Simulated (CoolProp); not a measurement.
Ethane at several states: density (kg/m³) from the reference equation and from simpler models built on Tc = 305.3 K, pc = 4872 kPa, ω = 0.099; each cubic takes its own stable root.

The numbers come from the reference Helmholtz-energy equation of state, Bücker 2006 in CoolProp.

| T (K) | p (kPa) | phase | reference | van der Waals | Redlich-Kwong | Soave-Redlich-Kwong | Peng-Robinson |
|---|---|---|---|---|---|---|---|
| 453.5 | 16500 | supercritical | 165.4 | 175.6 | 166.9 | 157.0 | 166.2 |
| 408.9 | 990 | gas | 8.996 | 9.020 | 9.016 | 8.990 | 9.042 |
| 101.3 | 21.4 | liquid | 639.5 | 410.7 | 612.2 | 607.8 | 680.9 |
| 567 | 121 | gas | 0.7724 | 0.7728 | 0.7726 | 0.7723 | 0.7726 |
| 591.3 | 137 | gas | 0.8385 | 0.8390 | 0.8388 | 0.8384 | 0.8388 |
